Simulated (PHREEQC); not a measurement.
Make-up at 65 °C: 0.0013 mol CuCl2, 0.0035 mol HCl and 0.07 mol Na2SO4 per kg of water. Closed to the air; pH follows from the charge balance.

All values are PHREEQC results (ion-association model, wateq4f.dat), not measurements.

This is a speciation only: nothing precipitates in the calculation.

### Question
Estimate the pH, ionic strength.

### Answer
pH 3.29; ionic strength 0.185 mol/kgw.

### Question
In which forms is S present?

### Answer
SO4-2 78 %, NaSO4- 17 %, HSO4- 4.1 %, CuSO4 1.0 % of the S.

Species that the database lacks are ignored. Away from 25 °C the constants follow the database's enthalpies or fits; those with neither stay at their 25 °C values.
